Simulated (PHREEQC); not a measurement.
A PHREEQC speciation (ion-association model, phreeqc.dat) at 25 °C gives pH 9.62 and these molalities:

| species | mol/kgw |
|---|---|
| Na+ | 0.215 |
| HCO3- | 0.0467 |
| HPO4-2 | 0.0435 |
| NaCO3- | 0.0264 |
| CO3-2 | 0.0240 |
| NaHPO4- | 0.00485 |
| NaHCO3 | 0.00281 |
| PO4-3 | 0.000591 |
| OH- | 6.18e-5 |
| H2PO4- | 6.10e-5 |
| CO2 | 1.72e-5 |

### Question
What are the element totals, and what could have been dissolved in 1 kg of water to give them?

### Answer
This is not unique; one that fits is totals C(4) 0.100, Na 0.249, P 0.0490 mol/kgw, from 0.049 mol/kgw NaH2PO4 and 0.1 mol/kgw Na2CO3.

This is a speciation only: nothing precipitates in the calculation.
